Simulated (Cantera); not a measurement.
An isothermal, constant-pressure homogeneous reactor starts with H2 : O2 : N2 = 0.94 : 1 : 6.7 (molar parts), at 848 K and 0.230 bar.

Computed with Cantera and GRI-Mech 3.0 (53 species, 325 reactions). Below about 950 K walls govern HO2 and H2O2 in real vessels. The temperature is held fixed by assumption; the heat of reaction is taken as removed at once.

x: mole fraction; the columns are a selection and need not sum to one.

```csv
t (s),x H2,x O2,x NO,x HO2,x H2O,x OH
1.00e-5,0.109,0.116,<1e-12,<1e-12,<1e-12,<1e-12
8.18e-5,0.109,0.116,<1e-12,1.61e-12,<1e-12,<1e-12
0.000669,0.109,0.116,<1e-12,3.52e-11,2.67e-11,<1e-12
0.00547,0.109,0.116,<1e-12,…,1.56e-8,5.45e-11
0.0447,0.0335,0.0805,3.33e-9,…,0.0796,2.57e-9
0.366,0.0335,0.0805,2.78e-9,…,0.0796,2.85e-9
2.99,0.0310,0.0792,5.77e-9,…,0.0821,1.88e-8
24.5,0.00798,0.0685,3.98e-9,…,0.106,2.72e-8
200,1.86e-5,0.0649,1.90e-10,…,0.115,3.90e-9
```

Q: Complete the blanks.

A: 
- 0.00547, x HO2: 1.38e-8
- 0.0447, x HO2: 1.06e-5
- 0.366, x HO2: 5.83e-6
- 2.99, x HO2: 1.19e-5
- 24.5, x HO2: 7.99e-6
- 200, x HO2: 1.49e-7
